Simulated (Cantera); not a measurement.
**Silicon oxide and oxynitride deposition: SiF4 + NO + N2**

A closed system holds: 1 mol SiF4, a varied amount of NO, 8.9 mol N2, equilibrated at 1723 K and 1330 Pa.

These are equilibrium values from Cantera (NASA tables, ideal gas, pure condensed phases), not measurements of a reactor. Candidate condensed phases: Si, SiO2, Si2N2O, Si3N4; 28 gas species. The tables' values for SiF3 are old estimates; treat these amounts as uncertain. The tables hold silica as quartz up to 1696 K and as liquid above; real silica turns to tridymite and cristobalite and melts near 1996 K. Equilibrium is a limit: real reactors are often held back by kinetics, nucleation or transport.

```
n(NO) (mol)  log p N2  log p O2  log p SiF4  log p NO  log p O  log p F  n SiO2(condensed)
-----------  --------  --------  ----------  --------  -------  -------  -----------------
1.5             -1.95     -3.06       -2.93     -4.62    -5.78    -6.46                  0
2.2             -1.96     -2.92       -2.96     -4.55    -5.71    -6.43                  0
3.4             -1.97     -2.77       -3.00     -4.48    -5.63    -6.40                  0
5.1             -1.99     -2.65       -3.05     -4.43    -5.57    -6.39                  0
7.8             -2.02     -2.54       -3.12     -4.39    -5.51    -6.38                  0
12              -2.04     -2.44       -3.22     -4.35    -5.47    -6.38           0.000120
18              -2.07     -2.37       -3.32     -4.33    -5.43    -6.38           0.000162
27              -2.09     -2.31       -3.44     -4.31    -5.40    -6.40           0.000218
```
log p: log10 of the partial pressure in bar; n: condensed amount in mol.

From 1.5 mol NO to 7.8 mol NO nothing is condensed. From 12 mol NO to 27 mol NO the condensed part is SiO2(condensed). The main Si-bearing gas is SiF4 throughout.
